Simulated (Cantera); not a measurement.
## Gas activation for diamond growth

An isothermal, constant-pressure homogeneous reactor starts with 1.09 % CH₄, 98.9 % H₂, 0.0208 % N₂, at 1575 K and 0.160 bar.

Cantera simulation using GRI-Mech 3.0 (53 species, 325 reactions); the numbers are that mechanism's predictions, not measurements. GRI-Mech 3.0 stops at C3 and has no aromatics, soot or wall deposition, so with more carbon than oxygen in the feed, carbon stays in small species such as C2H2 where larger ones or solid carbon would form.

```tsv
t (s)	x CH₄	x H₂	x C₂H₄	x CH₃	x C₂H	x HCN	x CH₂
0.000200	0.0109	0.989	3.16e-12	3.18e-7	<1e-12	<1e-12	<1e-12
0.000843	0.0109	0.989	2.28e-10	1.30e-6	<1e-12	<1e-12	6.83e-12
0.00356	0.0109	0.989	1.94e-8	5.35e-6	<1e-12	<1e-12	1.17e-10
0.0150	0.0109	0.989	1.16e-6	1.73e-5	<1e-12	<1e-12	1.23e-9
0.0632	0.0108	0.989	4.10e-6	2.23e-5	6.01e-12	<1e-12	2.04e-9
0.267	0.0106	0.989	6.13e-6	2.19e-5	3.54e-11	<1e-12	2.01e-9
1.12	0.00983	0.989	1.38e-5	2.04e-5	1.48e-10	<1e-12	1.87e-9
4.74	0.00758	0.990	3.63e-5	1.59e-5	4.78e-10	3.14e-12	1.47e-9
20.0	0.00451	0.992	6.77e-5	9.56e-6	9.41e-10	9.71e-12	9.04e-10
```
x: mole fraction; the columns are a selection and need not sum to one.

Equilibrium at this temperature and pressure: CH₄ 0.00361, H₂ 0.992, C₂H₄ 7.42e-5, CH₃ 7.69e-6, C₂H 1.04e-9, HCN 0.000264, CH₂ 7.33e-10 (gas phase only).
